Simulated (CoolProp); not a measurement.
Vapour-liquid equilibrium of R134a (1) + R236FA (2) at 60.25 °C; x and y are mole fractions of (1).

The numbers come from the multi-fluid Helmholtz-energy mixture model, Tillner-Roth 1994 and Pan 2012; pair parameters Bell 2016 in CoolProp.

Question: Give the bubble pressure and the first vapour's composition at x = 0.05, 0.45, 0.65. Is there an azeotrope?

Answer: x = 0.05: 808.1 kPa, y = 0.086; x = 0.45: 1148 kPa, y = 0.590; x = 0.65: 1333 kPa, y = 0.764. No azeotrope shows between x = 0.05 and 0.95.

The pair parameters rest on a limited set of measurements; away from them the model extrapolates.
